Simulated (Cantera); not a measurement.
An adiabatic, constant-volume homogeneous reactor starts with CH4 : CO : O2 : N2 = 1 : 0.058 : 2.47 : 9.3 (molar parts), at 1200 K and 9.87 atm. Integrator tolerance rtol = 1e-08.

Cantera simulation using GRI-Mech 3.0 (53 species, 325 reactions); the numbers are that mechanism's predictions, not measurements.

Problem. What does this change do: CO 0.058 to 0.11 parts?

Solution. 
| quantity | before | after |
|---|---|---|
| time of steepest temperature rise | 4.44 ms | 4.72 ms |
| temperature at 2.00 s | 2882 K | 2892 K |
| equilibrium temperature | 2882 K | 2892 K |
| x(CH4) at 2.00 s | <1e-12 (gas-phase equilibrium <1e-12) | <1e-12 (gas-phase equilibrium <1e-12) |
| x(CO) at 2.00 s | 0.0158 (gas-phase equilibrium 0.0158) | 0.0173 (gas-phase equilibrium 0.0173) |
| x(O2) at 2.00 s | 0.0321 (gas-phase equilibrium 0.0321) | 0.0309 (gas-phase equilibrium 0.0309) |
| x(HO2) at 2.00 s | 2.19e-5 (gas-phase equilibrium 2.19e-5) | 2.16e-5 (gas-phase equilibrium 2.16e-5) |
| x(C2H2) at 2.00 s | <1e-12 (gas-phase equilibrium <1e-12) | <1e-12 (gas-phase equilibrium <1e-12) |
| x(NO) at 2.00 s | 0.0153 (gas-phase equilibrium 0.0153) | 0.0152 (gas-phase equilibrium 0.0152) |

Problem. What does this change do: pressure from 9.87 atm to 1.38 atm?

Solution. 
```json
[
 {"quantity": "time of steepest temperature rise", "before": "4.44 ms", "after": "30.7 ms"},
 {"quantity": "temperature at 2.00 s", "before": "2882 K", "after": "2762 K"},
 {"quantity": "equilibrium temperature", "before": "2882 K", "after": "2762 K"},
 {"quantity": "x(CH4) at 2.00 s", "before": "<1e-12 (gas-phase equilibrium <1e-12)", "after": "<1e-12 (gas-phase equilibrium <1e-12)"},
 {"quantity": "x(CO) at 2.00 s", "before": "0.0158 (gas-phase equilibrium 0.0158)", "after": "0.0221 (gas-phase equilibrium 0.0221)"},
 {"quantity": "x(O2) at 2.00 s", "before": "0.0321 (gas-phase equilibrium 0.0321)", "after": "0.0358 (gas-phase equilibrium 0.0358)"},
 {"quantity": "x(HO2) at 2.00 s", "before": "2.19e-5 (gas-phase equilibrium 2.19e-5)", "after": "1.10e-5 (gas-phase equilibrium 1.10e-5)"},
 {"quantity": "x(C2H2) at 2.00 s", "before": "<1e-12 (gas-phase equilibrium <1e-12)", "after": "<1e-12 (gas-phase equilibrium <1e-12)"},
 {"quantity": "x(NO) at 2.00 s", "before": "0.0153 (gas-phase equilibrium 0.0153)", "after": "0.0136 (gas-phase equilibrium 0.0136)"}
]
```
